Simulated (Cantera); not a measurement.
Input: 1 mol SiCl₄, 4.2 mol HCl, 0.24 mol H₂, 1.9 mol Cl₂, at 1373.15 K and 13300 Pa.

Method: chemical equilibrium by Gibbs-energy minimisation in Cantera with the NASA 1993 tables (ideal gas, pure condensed phases). Candidate condensed phases: Si; 19 gas species. Rates play no part.

Base state: HCl 0.628, Cl₂ 0.209, SiCl₄ 0.134, Cl 0.0288 (mole fractions); condensed: gas only.

**Question.** What changes in the equilibrium state with this change: temperature from 1373.15 K to 748 K?

**Answer.** 
```
species  before    after
-------  ------  -------
HCl       0.628    0.638
Cl₂       0.209    0.226
SiCl₄     0.134    0.136
Cl       0.0288  3.35e-6
```
